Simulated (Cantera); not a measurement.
A closed system holds: 1 mol FeS2, 0.7 mol H2, 0.067 mol H2O, held at 11000 Pa.

Cantera equilibrium calculation (NASA polynomials, part measured and part estimated; ideal gas, pure solids and liquids). Candidate condensed phases: Fe, FeO, Fe(OH)2, Fe(OH)3, FeS, FeSO4, FeS2, Fe2O3, Fe2(SO4)3, Fe3O4, H2O, H2SO4, S; 22 gas species. FeS: taken at fixed stoichiometry. Equilibrium is a limit: real reactors are often held back by kinetics, nucleation or transport. All values below are at 1400 °C.

Base state: H2 0.441, S2 0.343, H2S 0.147, H2O 0.0557, SH 0.0117, S 0.000436, SO 0.000433, H 0.000228 (mole fractions); condensed: FeS(l).

**Question.** What changes in the equilibrium state with this change: H2 from 0.7 to 180 mol?

**Answer.** 
| species | before | after |
|---|---|---|
| H2 | 0.441 | 0.988 |
| H2S | 0.147 | 0.00993 |
| SH | 0.0117 | 0.000527 |
| S2 | 0.343 | 0.000313 |
| H2O | 0.0557 | 0.000372 |
| Fe | 2.12e-6 | 3.65e-5 |
| SO2 | 0.000193 | <1e-9 |
| S2O | 0.000173 | <1e-9 |
| SO | 0.000433 | 3.89e-8 |
| S | 0.000436 | 1.31e-5 |
| FeS(l), mol | 1.000 | 0 |
| Fe(δ), mol | 0 | 0.993 |
